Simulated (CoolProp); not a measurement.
100 sccm (0 °C, 1 atm) of nitrogen bubbles through liquid octamethylcyclotetrasiloxane (D4) at 364.6 K and leaves saturated at a total pressure of 0.15 MPa (ideal gas phase). Each further row changes one setting.

The numbers come from the reference Helmholtz-energy equation of state, Thol 2015 in CoolProp.

```tsv
case	vapour pressure (kPa)	mole fraction of vapour	delivery (mg/min)	delivery (sccm)	change of delivery for a bath 1 K warmer (%)
as stated	6.08	0.0405	55.9	4.22	4.7
bath temperature 369.6 K	7.54	0.0503	70.0	5.29	4.5
total pressure 0.3 MPa	6.08	0.0203	27.4	2.07	4.6
```
